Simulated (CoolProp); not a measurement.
Properties of R141b along the isobar 0.101 MPa.

Computed with CoolProp (reference Helmholtz-energy equation of state, Lemmon 2006). It is a short technical equation, of lower accuracy than the large ones.

```
T (K)  phase  density (kg/m³)  Joule-Thomson coefficient (K/MPa)  expansivity (1/kK)  fugacity coefficient
-----  -----  ---------------  ---------------------------------  ------------------  --------------------
312.1    gas            4.719                              39.69               3.692                0.9663
322.8    gas            4.541                              33.88               3.489                0.9703
333.4    gas            4.380                              29.40               3.320                0.9737
344.1    gas            4.231                              25.82               3.173                0.9765
354.8    gas            4.092                              22.91               3.043                0.9789
365.4    gas            3.965                              20.55               2.929                0.9810
376.1    gas            3.845                              18.55               2.825                0.9828
386.7    gas            3.733                              16.88               2.730                0.9843
397.4    gas            3.628                              15.43               2.643                0.9857
408.1    gas            3.528                              14.19               2.562                0.9869
418.7    gas            3.435                              13.11               2.487                0.9880
```
